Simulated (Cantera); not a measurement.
A diamond (100) surface in a fixed gas of H2 with x(CH4) = 0.02, x(H) = 0.0013, x(CH3) = 0.00027, 0.0550 bar; coverages are run to steady state.

Computed with Cantera and the Harris–Goodwin 1993 mechanism for the reconstructed diamond (100) surface.

θ: site fractions in the mechanism's names (c6HH fully hydrogenated, c6H* and c6*H radical sites, c6** diradical, c6HM methylated).

| T (K) | growth (µm/h) | θ c6HH | θ c6H* | θ c6*H | θ c6** | θ c6HM |
|---|---|---|---|---|---|---|
| 925 | ? | 0.562 | 0.0102 | 0.263 | 0.00424 | 0.126 |
| 975 | ? | 0.541 | 0.0139 | 0.307 | 0.00642 | 0.0987 |
| 1025 | ? | 0.522 | 0.0184 | 0.351 | 0.00928 | 0.0709 |
| 1075 | ? | 0.505 | 0.0235 | 0.395 | 0.0129 | 0.0423 |
| 1125 | ? | 0.487 | 0.0290 | 0.435 | 0.0170 | 0.0197 |
| 1175 | ? | 0.466 | 0.0345 | 0.465 | 0.0212 | 0.00768 |
| 1225 | ? | 0.443 | 0.0398 | 0.485 | 0.0253 | 0.00279 |
| 1275 | 1.66 | 0.423 | 0.0448 | 0.499 | 0.0292 | 0.00101 |
| 1325 | 1.58 | 0.406 | 0.0496 | 0.508 | 0.0327 | 0.000366 |
| 1375 | ? | 0.394 | 0.0541 | 0.514 | 0.0359 | 0.000134 |

Task: What belongs in the gaps?

Result: 
- 925, growth (µm/h): 4.33
- 975, growth (µm/h): 5.49
- 1025, growth (µm/h): 6.12
- 1075, growth (µm/h): 5.52
- 1125, growth (µm/h): 3.95
- 1175, growth (µm/h): 2.58
- 1225, growth (µm/h): 1.89
- 1375, growth (µm/h): 1.34
